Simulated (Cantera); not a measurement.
Input (Python, Cantera) and output of one run.

```python
import numpy as np
import cantera as ct

gas_names = """
    C CH CH2 CH3 CH2OH CH3O CH4 CH3OH CO CO2 COOH C2 C2H CHCO,ketyl C2H2,acetylene C2H2,vinylidene
    CH2CO,ketene C2H3,vinyl CH3CO,acetyl C2H4 C2H4O,ethylen CH3CHO,ethanal CH3COOH (HCOOH)2 C2H5 C2H6
    CH3OCH3 C2H5OH C2O C3 C3H3,propargyl C3H4,allene C3H4,propyne C3H4,cyclo- C3H5,allyl C3H6,propylene
    C3H6,cyclo- C3H6O C3H7,n-propyl C3H7,i-propyl C3H8 C3H8O,1propanol C3H8O,2propanol C3O2 C4 C4H2
    C4H4,1,3-cyclo- C4H6,butadiene C4H6,2-butyne C4H6,cyclo- C4H8,1-butene C4H8,cis2-buten
    C4H8,tr2-butene C4H8,isobutene C4H8,cyclo- (CH3COOH)2 C4H9,n-butyl C4H9,i-butyl C4H9,s-butyl
    C4H9,t-butyl C4H10,isobutane C4H10,n-butane C5 C5H6,1,3cyclo- C5H8,cyclo- C5H10,1-pentene
    C5H10,cyclo- C5H11,pentyl C5H11,t-pentyl C5H12,n-pentane C5H12,i-pentane CH3C(CH3)2CH3 C6H2
    C6H5,phenyl C6H5O,phenoxy C6H6 C6H5OH,phenol C6H10,cyclo- C6H12,1-hexene C6H12,cyclo- C6H13,n-hexyl
    C7H7,benzyl C7H8 C7H8O,cresol C7H14,1-heptene C7H15,n-heptyl C7H16,n-heptane C8H8,styrene
    C8H10,ethylbenz C8H16,1-octene C8H17,n-octyl C8H18,isooctane C8H18,n-octane C9H19,n-nonyl
    C10H8,naphthale C10H21,n-decyl C12H9,o-bipheny C12H10,bipheny H HCO HO2 H2 HCHO,formaldehy HCOOH H2O
    H2O2 O OH O2 O3
""".split()
cond_names = """
    C(gr) C6H6(L) C7H8(L) C8H18(L),n-octa H2O(s) H2O(L)
""".split()


def load(file, names, dense=False):
    # The tables refer to 1 bar. Condensed volumes are neglected.
    table = {s.name: s for s in ct.Species.list_from_file(file)}
    out = []
    for n in names:
        d = dict(table[n].input_data)
        d["thermo"] = dict(d["thermo"], **{"reference-pressure": 1e5})
        if dense:
            d["equation-of-state"] = {"model": "constant-volume", "density": "1e6 g/cm^3"}
        out.append(ct.Species.from_dict(d))
    return out


gas = ct.Solution(thermo="ideal-gas", species=load("nasa_gas.yaml", gas_names))
cond = {s.name: ct.Solution(thermo="fixed-stoichiometry", species=[s], name=s.name)
        for s in load("nasa_condensed.yaml", cond_names, dense=True)}
atoms = {
    'toluene': {'C': 7, 'H': 8},
    'CO2': {'C': 1, 'O': 2},
    'H2': {'H': 2},
}
top_T = {'C(gr)': 4500}  # K; cautious upper limits of use, not melting points


def equilibrate(T, P, feed):
    n = {}
    for name, mol in feed.items():
        for a, k in atoms[name].items():
            n[a] = n.get(a, 0.0) + k * mol
    gas.TPX = T, P, n
    mass = sum(n.values()) * gas.mean_molecular_weight
    gas.equilibrate("TP")
    valid = [c for c in cond.values() if c.min_temp <= T <= top_T.get(c.name, c.max_temp)]
    mix = ct.Mixture([(gas, mass / gas.mean_molecular_weight)] + [(c, 0.0) for c in valid])
    mix.T, mix.P = T, P
    mix.equilibrate("TP", solver="vcs", rtol=1e-11, max_steps=5000)
    return mix


results = []
feed = {'toluene': 1, 'CO2': 0.19, 'H2': 2.9}  # mol
P = 100000  # Pa
for T in [523, 623, 723, 823, 923, 1023, 1123, 1223, 1323, 1423, 1523]:
    mix = equilibrate(T, P, feed)
    results.append((T, P, feed, dict(zip(mix.species_names, mix.species_moles))))

top = {s: max(r[3][s] / sum(r[3][g] for g in gas_names) for r in results) for s in gas_names}
cols = sorted((s for s in top if top[s] > 0.001), key=lambda s: -top[s])[:6]
seen = [c for c in cond_names if any(r[3].get(c, 0) > 1e-12 for r in results)]
print("log10 of partial pressures in bar; condensed amounts in mol")
print(f"{'T/K':>10s}" + "".join(f"{s[:9]:>10s}" for s in cols + seen))
for T, P, feed, n in results:
    ng = sum(n[g] for g in gas_names)
    print(f"{T:10.4g}" + "".join(f"{np.log10(max(n[s] / ng * P / 1e5, 1e-99)):10.3f}" for s in cols)
          + "".join(f"{n.get(c, 0):10.4g}" for c in seen))
```

Result:

```
log10 of partial pressures in bar; condensed amounts in mol
       T/K        H2       CH4       H2O        CO       CO2     C(gr)
       523    -1.544    -0.061    -0.996    -5.484    -2.982     3.975
       623    -0.907    -0.108    -1.024    -3.993    -2.783     4.157
       723    -0.480    -0.233    -1.090    -2.920    -2.645     4.624
       823    -0.224    -0.478    -1.223    -2.121    -2.563       5.4
       923    -0.100    -0.834    -1.500    -1.589    -2.678     6.114
      1023    -0.053    -1.230    -1.973    -1.358    -3.162     6.486
      1123    -0.035    -1.603    -2.514    -1.298    -3.816     6.656
      1223    -0.029    -1.933    -3.012    -1.286    -4.433     6.733
      1323    -0.026    -2.220    -3.444    -1.283    -4.969     6.769
      1423    -0.025    -2.469    -3.818    -1.282    -5.430     6.786
      1523    -0.024    -2.686    -4.142    -1.282    -5.829     6.795
```

Method: chemical equilibrium by Gibbs-energy minimisation in Cantera with the NASA 1993 tables (ideal gas, pure condensed phases).
